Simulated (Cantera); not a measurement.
Charge: 1 mol CCl4, 1 mol CH4, equilibrated at 0.0290 bar.

These are equilibrium values from Cantera (NASA tables, ideal gas, pure condensed phases), not measurements of a reactor. Candidate condensed phases: C, C6H6, C7H8, C8H18; 91 gas species. Kinetics and transport are ignored.

Question: What share of the C ends up in condensed phases as a function of T (K), at 1825, 1975, 2125, 2275, 2425, 2575, 2725, 2875, 3025, 3175?

Answer: 
| T (K) | C condensed (%) | as |
|---|---|---|
| 1825 | 100.0 | C(graphite) |
| 1975 | 100.0 | C(graphite) |
| 2125 | 100.0 | C(graphite) |
| 2275 | 99.9 | C(graphite) |
| 2425 | 99.7 | C(graphite) |
| 2575 | 99.2 | C(graphite) |
| 2725 | 97.9 | C(graphite) |
| 2875 | 94.0 | C(graphite) |
| 3025 | 78.5 | C(graphite) |
| 3175 | 7.8 | C(graphite) |
